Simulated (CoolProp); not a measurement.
The numbers come from the reference Helmholtz-energy equation of state, Penoncello 2003 in CoolProp.

Q: For CHF3 (R23), give the phase and the cp (kJ/(kg K)), Joule-Thomson coefficient (K/MPa), conductivity (mW/(m K)) at 201.85 °C and 9.66 bar; 201.85 °C and 19.3 bar; 201.85 °C and 21.7 bar.

A: 
- 201.85 °C and 9.66 bar: gas; cp 0.977, Joule-Thomson coefficient 3.48, conductivity 24.0
- 201.85 °C and 19.3 bar: gas; cp 0.993, Joule-Thomson coefficient 3.44, conductivity 25.0
- 201.85 °C and 21.7 bar: gas; cp 0.997, Joule-Thomson coefficient 3.42, conductivity 25.2

Thermal conductivity comes from a separate model (Shan 2000).
